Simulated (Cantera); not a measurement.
A closed system holds: 1 mol V, 1 mol N₂O, 1.9 mol H₂, held at 0.368 Torr.

Equilibrium computed with Cantera from the NASA thermochemical tables; the gas is ideal and each condensed phase is pure. Candidate condensed phases: H₂O, V, VN, VO, V₂O₃, V₂O₄, V₂O₅; 28 gas species. Mutual solubility and eutectic melting of coexisting phases are not modelled. VN, VO: taken at fixed stoichiometry. Condensed phases not in the tables: solid solutions among these carbides, nitrides and lower oxides, V₂N. Rates play no part.

Problem. At 1125 °C, list the 4 most abundant gas species with their mole fractions, and the condensed phases.

Solution. H₂ 0.655, N₂ 0.345, H₂O 0.000206, H 0.000173. Condensed: VN(s) + VO(s).
